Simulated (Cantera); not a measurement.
A perfectly stirred reactor is fed with C2H4 : H2 = 1 : 62 (molar parts), at 0.0263 atm; it is held at 1825 K, and followed from long to short residence time.

Computed with Cantera and GRI-Mech 3.0 (53 species, 325 reactions). GRI-Mech 3.0 was tuned for natural gas; its chemistry of ethylene as a main component is partial and can be far from experiment. GRI-Mech 3.0 stops at C3 and has no aromatics, soot or wall deposition, so with more carbon than oxygen in the feed, carbon stays in small species such as C2H2 where larger ones or solid carbon would form. Radical loss at walls, strong at low pressure, is not modelled.

Problem. What does this change do: temperature 1825 to 1575 K?

Solution. 
```json
[
 {"quantity": "x(C2H4) at τ = 1.60 s", "before": "1.69e-5", "after": "0.000382"},
 {"quantity": "x(H2) at τ = 1.60 s", "before": "0.983", "after": "0.984"},
 {"quantity": "x(CH2) at τ = 1.60 s", "before": "2.59e-9", "after": "1.98e-11"},
 {"quantity": "x(C2H6) at τ = 1.60 s", "before": "1.63e-10", "after": "1.72e-8"},
 {"quantity": "x(CH3) at τ = 1.60 s", "before": "1.16e-6", "after": "7.47e-8"},
 {"quantity": "x(C2H4) at τ = 48.0 ms", "before": "0.00132", "after": "0.0112"},
 {"quantity": "x(H2) at τ = 48.0 ms", "before": "0.984", "after": "0.984"},
 {"quantity": "x(CH2) at τ = 48.0 ms", "before": "5.71e-10", "after": "3.57e-11"},
 {"quantity": "x(C2H6) at τ = 48.0 ms", "before": "3.50e-9", "after": "7.62e-8"},
 {"quantity": "x(CH3) at τ = 48.0 ms", "before": "1.93e-8", "after": "2.56e-9"}
]
```

Problem. What does this change do: C2H4 1 to 2.1 parts?

Solution. 
```
quantity                  before     after
----------------------  --------  --------
x(C2H4) at τ = 1.60 s    1.69e-5   3.28e-5
x(H2) at τ = 1.60 s        0.983     0.966
x(CH2) at τ = 1.60 s     2.59e-9   6.14e-9
x(C2H6) at τ = 1.60 s   1.63e-10  3.24e-10
x(CH3) at τ = 1.60 s     1.16e-6   2.56e-6
x(C2H4) at τ = 48.0 ms   0.00132   0.00242
x(H2) at τ = 48.0 ms       0.984     0.968
x(CH2) at τ = 48.0 ms   5.71e-10   1.38e-9
x(C2H6) at τ = 48.0 ms   3.50e-9   7.67e-9
x(CH3) at τ = 48.0 ms    1.93e-8   5.85e-8
```
